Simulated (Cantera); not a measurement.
Charge: 1 mol Al, a varied amount of H2O, 130 mol N2, held at 1500 K and 15.8 Torr.

These are equilibrium values from Cantera (NASA tables, ideal gas, pure condensed phases), not measurements of a reactor. Candidate condensed phases: Al, AlN, Al2O3, H2O; 35 gas species. Mutual solubility and eutectic melting of coexisting phases are not modelled. The numbers say what is thermodynamically allowed, not how fast it happens.

x: gas mole fraction; n: condensed amount in mol.

| n(H2O) (mol) | x N2 | x H2O | x H2 | x H | n AlN(s) | n Al2O3(s) |
|---|---|---|---|---|---|---|
| 0.35 | 0.997 | 1.82e-8 | 0.00269 | 6.30e-6 | 0.767 | 0.117 |
| 0.46 | 0.996 | … | … | … | … | … |
| 0.6 | 0.995 | … | … | … | … | … |
| 0.79 | 0.994 | 4.09e-8 | 0.00605 | 9.45e-6 | 0.473 | 0.263 |
| 1 | 0.992 | 5.17e-8 | 0.00764 | 1.06e-5 | 0.333 | 0.333 |
| 1.4 | 0.989 | 7.20e-8 | 0.0107 | 1.25e-5 | 0.0667 | 0.467 |
| 1.8 | 0.986 | 0.00228 | 0.0114 | 1.30e-5 | 0 | 0.500 |
| 2.4 | 0.982 | 0.00680 | 0.0113 | 1.29e-5 | 0 | 0.500 |
| 3.1 | 0.977 | 0.0120 | 0.0113 | 1.29e-5 | 0 | 0.500 |
| 4.1 | 0.969 | 0.0194 | 0.0112 | 1.28e-5 | 0 | 0.500 |

Some entries are withheld; supply them.


- 0.46, x H2O: 2.39e-8
- 0.46, x H2: 0.00353
- 0.46, x H: 7.22e-6
- 0.46, n AlN(s): 0.693
- 0.46, n Al2O3(s): 0.153
- 0.6, x H2O: 3.12e-8
- 0.6, x H2: 0.00460
- 0.6, x H: 8.24e-6
- 0.6, n AlN(s): 0.600
- 0.6, n Al2O3(s): 0.200
